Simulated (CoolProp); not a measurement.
c-C4F8 (RC318) along the isotherm -34.85 °C: Z from the reference equation and from simpler models built on Tc = 115.2 °C, pc = 2.778 MPa, ω = 0.355; each cubic takes its own stable root.

Values from CoolProp's reference Helmholtz-energy equation of state, Platzer 1990. This equation is an older, rougher fit; its heat capacities, sound speeds and derivatives of the liquid may be far off and weren't checked against measurements.

```tsv
p (MPa)	phase	reference	van der Waals	Soave-Redlich-Kwong	Peng-Robinson
0.154	liquid	___	0.9464	0.009614	___
0.309	liquid	0.01820	0.02968	0.01928	0.01709
0.463	liquid	0.02726	0.04441	0.02888	0.02560
0.617	liquid	0.03632	0.05909	___	0.03410
0.772	liquid	0.04543	0.07382	0.04811	___
0.926	liquid	0.05448	0.08841	___	0.05114
1.08	liquid	0.06352	0.1030	0.06724	0.05962
1.23	liquid	0.07232	0.1171	0.07655	0.06788
1.39	liquid	0.08170	0.1322	0.08646	0.07668
```

**Question.** Complete the blanks.

**Answer.** 
- 0.154, reference: 0.009072
- 0.154, Peng-Robinson: 0.008521
- 0.617, Soave-Redlich-Kwong: 0.03847
- 0.772, Peng-Robinson: 0.04265
- 0.926, Soave-Redlich-Kwong: 0.05768

At some of these states van der Waals gives the other phase, because its saturation line lies elsewhere.
